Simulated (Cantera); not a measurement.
## Hydrocarbon pyrolysis for carbon deposition

A perfectly stirred reactor is fed with 15.6 % CH4, 84.4 % H2, at 1.00 bar; it is held at 1475 K, and followed from long to short residence time.

Model: GRI-Mech 3.0 (53 species, 325 reactions), integrated in Cantera. GRI-Mech 3.0 stops at C3 and has no aromatics, soot or wall deposition, so with more carbon than oxygen in the feed, carbon stays in small species such as C2H2 where larger ones or solid carbon would form.

| τ (s) | x CH4 | x H2 | x C2H2 | x CH3 | x C2H4 | x C2H |
|---|---|---|---|---|---|---|
| 0.39 | 0.144 | 0.851 | 0.00406 | 3.51e-5 | 0.00150 | 7.91e-11 |
| 0.18 | 0.149 | 0.848 | 0.00206 | 3.57e-5 | 0.000906 | 3.93e-11 |
| 0.084 | 0.153 | 0.846 | 0.000931 | 3.60e-5 | 0.000551 | 1.75e-11 |
| 0.039 | 0.155 | 0.845 | 0.000364 | 3.60e-5 | 0.000336 | 6.77e-12 |
| 0.018 | 0.155 | 0.844 | 0.000118 | 3.57e-5 | 0.000197 | 2.17e-12 |
| 0.0083 | 0.156 | 0.844 | 3.09e-5 | 3.49e-5 | 0.000102 | <1e-12 |
| 0.0038 | 0.156 | 0.844 | 6.15e-6 | 3.33e-5 | 4.36e-5 | <1e-12 |
| 0.0018 | 0.156 | 0.844 | 9.73e-7 | 3.04e-5 | 1.52e-5 | <1e-12 |
| 0.00082 | 0.156 | 0.844 | 9.32e-8 | 2.56e-5 | 3.60e-6 | <1e-12 |
| 0.00038 | 0.156 | 0.844 | 5.75e-9 | 1.88e-5 | 5.89e-7 | <1e-12 |
| 0.00018 | 0.156 | 0.844 | 2.53e-10 | 1.16e-5 | 7.31e-8 | <1e-12 |
x: mole fraction; the columns are a selection and need not sum to one.
